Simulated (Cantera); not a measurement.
# CO + H₂O + H₂ (carbon deposition, reforming and gasification)

Feed: 1 mol CO, 0.15 mol H₂O, 11 mol H₂, at 1.00 Torr.

Cantera equilibrium calculation (NASA polynomials, part measured and part estimated; ideal gas, pure solids and liquids). Candidate condensed phases: C, C₆H₆, C₇H₈, C₈H₁₈, H₂O; 131 gas species. Ions and electrons are included (thermal ionisation). The numbers say what is thermodynamically allowed, not how fast it happens.

```
T (K)    x H    x CO      x H₂      x O       x C      x OH
-----  -----  ------  --------  -------  --------  --------
3000   0.905  0.0445    0.0438  0.00611   1.24e-8  0.000483
3500   0.947  0.0428   0.00343  0.00638   6.10e-6   3.97e-5
4000   0.950  0.0420  0.000473  0.00701  0.000616   6.22e-6
4500   0.942  0.0333   9.90e-5   0.0153   0.00892   2.94e-6
5000   0.923  0.0126   2.75e-5   0.0350    0.0285   1.94e-6
```
x: gas mole fraction; nothing condenses.

From 3000 K to 5000 K nothing is condensed. The main C-bearing gas is CO at 3000 K and C at 5000 K.
